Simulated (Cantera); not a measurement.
A closed system holds: 1 mol AlN, 2.6 mol O₂, 4.4 mol N₂, at 133 Pa.

Cantera equilibrium calculation (NASA polynomials, part measured and part estimated; ideal gas, pure solids and liquids). Candidate condensed phases: Al, AlN, Al₂O₃; 16 gas species. The numbers say what is thermodynamically allowed, not how fast it happens.

Question: At 1850 °C, list the 4 most abundant gas species with their mole fractions, and the condensed phases.

Answer: N₂ 0.712, O₂ 0.254, O 0.0225, NO 0.0110. Condensed: Al₂O₃(s).
